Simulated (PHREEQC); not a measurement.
Dissolve 0.081 mol/kgw H3AsO4, 0.015 mol/kgw H3PO4 and 0.028 mol/kgw CaCl2 at 16 °C. Closed to the air; pH follows from the charge balance.

Model: ion-association model, wateq4f.dat, run in PHREEQC.

```
quantity                             before    after
----------------------------------  -------  -------
pH                                     1.67     7.09
ionic strength (mol/kgw)              0.108    0.290
H3AsO4 (mol/kgw)                     0.0606  2.73e-7
Ca+2 (mol/kgw)                       0.0270   0.0227
H2AsO4- (mol/kgw)                    0.0204   0.0267
H3PO4 (mol/kgw)                     0.00957  2.24e-8
SI of Portlandite (Ca(OH)2)          -22.15   -11.50
SI of Hydroxyapatite (Ca5(PO4)3OH)   -24.67   +11.72
```

### Question
What was changed between the two runs?
A. H3AsO4 from 0.081 to 0.0729 mol/kgw
B. H3AsO4 replaced by Na2HAsO4 at the same molality
C. CaCl2 from 0.028 to 0.014 mol/kgw
D. temperature from 16 to 5 °C
E. temperature from 16 to 55 °C

### Answer
B, H3AsO4 replaced by Na2HAsO4 at the same molality

This is a speciation only: nothing precipitates in the calculation. Some of these states are supersaturated (in Hydroxyapatite, for instance). H3PO4, which wateq4f.dat lacks, is added to it with the constant of phreeqc.dat. The database has no arsenate complexes of Ca.
